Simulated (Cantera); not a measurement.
A perfectly stirred reactor is fed with CH4 : N2 = 1 : 15 (molar parts), at 54.0 Pa; it is held at 1723 K, and followed from long to short residence time.

Detailed kinetics in Cantera: GRI-Mech 3.0 (53 species, 325 reactions). GRI-Mech 3.0 stops at C3 and has no aromatics, soot or wall deposition, so with more carbon than oxygen in the feed, carbon stays in small species such as C2H2 where larger ones or solid carbon would form. Radical loss at walls, strong at low pressure, is not modelled.

Q: Predict: x(CH4) at τ = 13.0 s; x(H2) at τ = 13.0 s; x(C2H4) at τ = 13.0 s; x(C2H) at τ = 13.0 s; x(CH3) at τ = 13.0 s; x(CH4) at τ = 0.230 s; x(H2) at τ = 0.230 s; x(C2H4) at τ = 0.230 s; x(CH3) at τ = 0.230 s.

A: 
```
Quantity                   Value
----------------------  --------
x(CH4) at τ = 13.0 s      0.0209
x(H2) at τ = 13.0 s       0.0575
x(C2H4) at τ = 13.0 s   0.000437
x(C2H) at τ = 13.0 s     2.25e-7
x(CH3) at τ = 13.0 s    0.000764
x(CH4) at τ = 0.230 s     0.0621
x(H2) at τ = 0.230 s    0.000219
x(C2H4) at τ = 0.230 s   3.12e-5
x(CH3) at τ = 0.230 s   0.000264
```
